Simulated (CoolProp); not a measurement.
Vapour-liquid equilibrium of nitrogen (1) + oxygen (2) at 933 kPa; x and y are mole fractions of (1).

Model: multi-fluid Helmholtz-energy mixture model, Span 2000 and Schmidt 1985; pair parameters Gernert 2013, in CoolProp.

```tsv
x	bubble temperature (°C)	y at the bubble point	dew temperature at overall composition x (°C)	liquid density (mol/L)
0.05	-156.0	0.108	-155.3	30.46
0.15	-158.3	0.287	-156.5	29.85
0.25	-160.3	0.429	___	29.20
0.35	-162.0	0.546	-159.2	___
0.45	___	0.644	-160.6	27.84
0.55	-165.1	0.727	-162.1	27.15
0.65	-166.4	0.801	-163.7	26.46
0.75	-167.6	0.866	-165.5	___
0.85	-168.8	0.924	___	25.06
0.95	___	0.976	-169.4	24.36
```

Question: Some entries are withheld; supply them.

Answer: 
- 0.25, dew temperature at overall composition x (°C): -157.8
- 0.35, liquid density (mol/L): 28.53
- 0.45, bubble temperature (°C): -163.6
- 0.75, liquid density (mol/L): 25.76
- 0.85, dew temperature at overall composition x (°C): -167.3
- 0.95, bubble temperature (°C): -169.9

No azeotrope shows between x = 0.05 and 0.95.

Pair parameters are fitted to limited data, so mixtures are less certain than the pure fluids. The gap from Raoult's law changes sign with composition, which may be real or a fault of the pair parameters; it wasn't checked against measurements.
